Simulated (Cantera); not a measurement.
# SiO2 + CH4 + H2 (carbothermic reduction)

A closed system holds: 1 mol SiO2, 1 mol CH4, 0.11 mol H2, at 4.00 bar.

These are equilibrium values from Cantera (NASA tables, ideal gas, pure condensed phases), not measurements of a reactor. Candidate condensed phases: C, C6H6, C7H8, C8H18, H2O, Si, SiC, SiO2; 123 gas species. Mutual solubility and eutectic melting of coexisting phases are not modelled. The tables hold silica as quartz up to 1696 K and as liquid above; real silica turns to tridymite and cristobalite and melts near 1996 K. Gases not in the tables: Si2H6 and higher silanes. Equilibrium is a limit: real reactors are often held back by kinetics, nucleation or transport.

| T (°C) | x H2 | x CO | x SiO | x H | x CH4 | n SiC(s) | n SiO2(condensed) | n SiO2(l) |
|---|---|---|---|---|---|---|---|---|
| 1552 | 0.756 | 0.240 | 0.00268 | 0.000191 | 0.00118 | 0.330 | 0.663 | 0 |
| 1602 | 0.753 | 0.240 | 0.00605 | 0.000284 | 0.000715 | 0.327 | 0.656 | 0 |
| 1652 | 0.746 | 0.240 | 0.0131 | 0.000413 | 0.000439 | 0.321 | 0.642 | 0 |
| 1702 | 0.731 | 0.240 | 0.0271 | 0.000585 | 0.000271 | 0.307 | 0.615 | 0 |
| 1752 | 0.704 | 0.241 | 0.0542 | 0.000807 | 0.000165 | 0.279 | 0 | 0.558 |
| 1802 | 0.653 | 0.241 | 0.104 | 0.00108 | 9.53e-5 | 0.221 | 0 | 0.442 |
| 1852 | 0.561 | 0.242 | 0.195 | 0.00136 | 4.84e-5 | 0.0901 | 0 | 0.180 |
x: gas mole fraction; n: condensed amount in mol.

From 1552 °C to 1702 °C the condensed part is SiC(s) + SiO2(condensed). From 1752 °C to 1852 °C the condensed part is SiC(s) + SiO2(l). The main Si-bearing gas is SiO throughout. The share of Si in condensed phases is highest at 1552 °C (99.3 %) and lowest at 1852 °C (27.0 %).
